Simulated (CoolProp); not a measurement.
A single-stage vapour-compression cycle with carbonyl sulfide: evaporating at 248.15 K (dew point), condensing at 278.15 K (bubble point), superheat 8 K, subcooling 2 K, compressor efficiency 0.75, no pressure losses. Each further row changes one setting.

Values from CoolProp's reference Helmholtz-energy equation of state, Lemmon 2006. It is a short technical equation, of lower accuracy than the large ones.

```csv
case,cooling COP,pressure ratio,discharge temperature (K),refrigerating effect (kJ/kg),volumetric capacity (kJ/m³)
as stated,5.48,2.64,330.2,262,2220
evaporating temperature 253.15 K,6.82,2.21,321.6,264,2650
condensing temperature 273.15 K,6.70,2.28,318.4,268,2280
subcooling 7 K,5.61,2.64,330.2,268,2280
superheat 18 K,5.38,2.64,342.1,269,2180
compressor efficiency 0.65,4.75,2.64,339.6,262,2220
```
